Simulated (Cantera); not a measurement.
## Thermodynamics of carbothermic reduction, feed Cu₂O + C + N₂

Input: 1 mol Cu₂O, 0.66 mol C, 7.9 mol N₂, equilibrated at 25.0 mbar.

Method: chemical equilibrium by Gibbs-energy minimisation in Cantera with the NASA 1993 tables (ideal gas, pure condensed phases). Candidate condensed phases: C, Cu, CuO, Cu₂O; 27 gas species. Kinetics and transport are ignored.

At 950 °C the condensed part is Cu(s). From 1100 °C to 1700 °C the condensed part is Cu(l). At 1850 °C nothing is condensed. The main Cu-bearing gas is Cu throughout.

```json
[
 {"T (°C)": "950", "x N₂": "0.923", "x Cu": "9.18e-7", "x CO₂": "0.0397", "x CO": "0.0374", "x Cu₂": "3.38e-11", "x NO": "1.09e-10", "x O₂": "<1e-12", "x O": "<1e-12", "n Cu(s)": "2.00", "n Cu(l)": "0"},
 {"T (°C)": "1100", "x N₂": "0.923", "x Cu": "3.16e-5", "x CO₂": "0.0397", "x CO": "0.0374", "x Cu₂": "5.02e-9", "x NO": "6.01e-9", "x O₂": "1.68e-11", "x O": "1.60e-11", "n Cu(s)": "0", "n Cu(l)": "2.00"},
 {"T (°C)": "1250", "x N₂": "0.922", "x Cu": "0.000482", "x CO₂": "0.0397", "x CO": "0.0374", "x Cu₂": "2.18e-7", "x NO": "1.49e-7", "x O₂": "2.13e-9", "x O": "1.61e-9", "n Cu(s)": "0", "n Cu(l)": "2.00"},
 {"T (°C)": "1400", "x N₂": "0.919", "x Cu": "0.00445", "x CO₂": "0.0395", "x CO": "0.0372", "x Cu₂": "4.70e-6", "x NO": "2.06e-6", "x O₂": "1.12e-7", "x O": "7.09e-8", "n Cu(s)": "0", "n Cu(l)": "1.96"},
 {"T (°C)": "1550", "x N₂": "0.897", "x Cu": "0.0282", "x CO₂": "0.0386", "x CO": "0.0364", "x Cu₂": "5.95e-5", "x NO": "1.83e-5", "x O₂": "3.05e-6", "x O": "1.67e-6", "n Cu(s)": "0", "n Cu(l)": "1.75"},
 {"T (°C)": "1700", "x N₂": "0.799", "x Cu": "0.134", "x CO₂": "0.0341", "x CO": "0.0326", "x Cu₂": "0.000503", "x NO": "0.000109", "x O₂": "4.85e-5", "x O": "2.39e-5", "n Cu(s)": "0", "n Cu(l)": "0.670"},
 {"T (°C)": "1850", "x N₂": "0.748", "x Cu": "0.188", "x CO₂": "0.0305", "x CO": "0.0319", "x Cu₂": "0.000430", "x NO": "0.000471", "x O₂": "0.000443", "x O": "0.000217", "n Cu(s)": "0", "n Cu(l)": "0"}
]
```
x: gas mole fraction; n: condensed amount in mol.
